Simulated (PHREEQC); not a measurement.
A column of 0.5 m (30 cells, dispersivity 0.018 m, 3600 s a shift, diffusion coefficient 3e-10 m²/s) holds 0.0027 eq of the database's cation exchanger X per kg of pore water, first in equilibrium with 0.0016 mol CdCl2 and 1e-05 mol HCl per kg of water. It is flushed with 0.0062 mol/kgw KCl and 1e-05 mol/kgw HCl, at 25 °C. Values are for the last cell. No CO2 enters from the air. Nothing may precipitate in this run.

Model: ion-association model, phreeqc.dat, run in PHREEQC.

Predict K in solution (mol/kgw), Cd in solution (mol/kgw) at pore volumes = 0.8167, 2.217, 2.717.


```
pore volumes  K in solution (mol/kgw)  Cd in solution (mol/kgw)
------------  -----------------------  ------------------------
0.8167                       0.000746                   0.00163
2.217                         0.00559                  0.000302
2.717                         0.00581                  0.000194
```

Complexes and solids missing from the database can't appear.
